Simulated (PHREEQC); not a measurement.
Consider water at 40 °C with 0.0014 mol/kgw BaCl2 and 0.0063 mol/kgw (CH3)4NCl. It is in equilibrium with CO2 at log p = -1 (atm). Otherwise closed; pH follows from the charge balance.

Computed with PHREEQC (ion-association model, phreeqc.dat).

Each row changes one thing in this solution. No solid was allowed to form.

| case | pH | ionic strength (mol/kgw) | HCO3- (mol/kgw) | CO3-2 (mol/kgw) |
|---|---|---|---|---|
| as made | 4.46 | 0.0105 | 3.79e-5 | 8.91e-11 |
| temperature from 40 to 50 °C | ? | 0.0105 | 3.48e-5 | 9.96e-11 |
| BaCl2 replaced by Ba(OH)2 at the same molality | 6.32 | 0.0104 | 0.00276 | 4.72e-7 |
| (CH3)4NCl left out | 4.46 | ? | 3.67e-5 | 7.79e-11 |
| temperature from 40 to 45 °C | 4.47 | 0.0105 | ? | 9.47e-11 |
| BaCl2 replaced by NH4Cl at the same molality | 4.46 | 0.00774 | ? | 8.58e-11 |
| (CH3)4NCl from 0.0063 to 0.00126 mol/kgw | 4.46 | ? | 3.70e-5 | 8.06e-11 |

Fill in the missing entries.


- temperature from 40 to 50 °C, pH: 4.49
- (CH3)4NCl left out, ionic strength (mol/kgw): 0.00424
- temperature from 40 to 45 °C, HCO3- (mol/kgw): 3.64e-5
- BaCl2 replaced by NH4Cl at the same molality, HCO3- (mol/kgw): 3.77e-5
- (CH3)4NCl from 0.0063 to 0.00126 mol/kgw, ionic strength (mol/kgw): 0.00550

(CH3)4N+ isn't in the database: it is added as a free cation with an ion size of 4 Å. At this temperature some constants are extrapolated from 25 °C, and those without enthalpy data are left unchanged.
